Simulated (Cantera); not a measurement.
Cantera run:

```python
import numpy as np
import cantera as ct

gas_names = """
    SF6 F2 F SF4
""".split()
cond_names = """
    CaF2(a) CaF2(b) CaF2(L) CaS(s)
""".split()


# ... load() reads the species with a 1 bar reference pressure and builds the phases ...
species = {s.name: s for s in load("nasa_gas.yaml", gas_names) + load("nasa_condensed.yaml", cond_names)}
# Each term lists the table entries of one substance; the one whose range holds T is used.
reactions = {
    'CaF2 + SF6(g) = 4 F2(g) + CaS':
        [(-1, ['CaF2(a)', 'CaF2(b)', 'CaF2(L)']), (-1, ['SF6']), (4, ['F2']), (1, ['CaS(s)'])],
    'CaS + 6 F(g) = SF4(g) + CaF2':
        [(-1, ['CaS(s)']), (-6, ['F']), (1, ['SF4']), (1, ['CaF2(a)', 'CaF2(b)', 'CaF2(L)'])],
}


def pick(names, T):
    return next(species[n] for n in names if species[n].thermo.min_temp <= T <= species[n].thermo.max_temp)


results = []
for label, terms in reactions.items():
    print(label)
    print("     T/K   dH/kJ  dS/(J/K)   dG/kJ   log10 K")
    for T in [598, 648, 698, 748, 798, 848, 898, 948, 998, 1048]:
        used = [(nu, pick(names, T)) for nu, names in terms]
        dH = sum(nu * s.thermo.h(T) for nu, s in used) / 1e6
        dS = sum(nu * s.thermo.s(T) for nu, s in used) / 1e3
        dG = dH - T * dS / 1e3
        logK = -dG * 1e6 / (ct.gas_constant * T * np.log(10))
        results.append((label, T, dH, dS, dG, logK, [s.name for _, s in used]))
        print(f"{T:8g} {dH:8.1f} {dS:8.1f} {dG:8.1f} {logK:8.2f}")
```

Result:

```
CaF2 + SF6(g) = 4 F2(g) + CaS
     T/K   dH/kJ  dS/(J/K)   dG/kJ   log10 K
     598   1969.6    500.4   1670.3  -145.90
     648   1968.4    498.6   1645.4  -132.63
     698   1967.2    496.8   1620.5  -121.27
     748   1965.9    494.9   1595.7  -111.43
     798   1964.4    493.1   1571.0  -102.83
     848   1962.9    491.2   1546.4   -95.25
     898   1961.2    489.2   1521.9   -88.52
     948   1959.4    487.3   1497.4   -82.51
     998   1957.6    485.4   1473.1   -77.10
    1048   1955.7    483.6   1448.9   -72.22
CaS + 6 F(g) = SF4(g) + CaF2
     T/K   dH/kJ  dS/(J/K)   dG/kJ   log10 K
     598  -1997.9   -655.4  -1606.0   140.28
     648  -1998.2   -655.8  -1573.2   126.81
     698  -1998.3   -656.0  -1540.4   115.28
     748  -1998.3   -656.0  -1507.6   105.28
     798  -1998.2   -655.9  -1474.8    96.54
     848  -1998.0   -655.6  -1442.0    88.82
     898  -1997.6   -655.2  -1409.3    81.97
     948  -1997.1   -654.7  -1376.5    75.84
     998  -1996.6   -654.1  -1343.8    70.33
    1048  -1995.9   -653.4  -1311.1    65.35
```

Cantera with NASA thermochemical tables; ideal gases at 1 bar, condensed phases pure. Condensed species are held in their standard states even where they would react or evaporate.
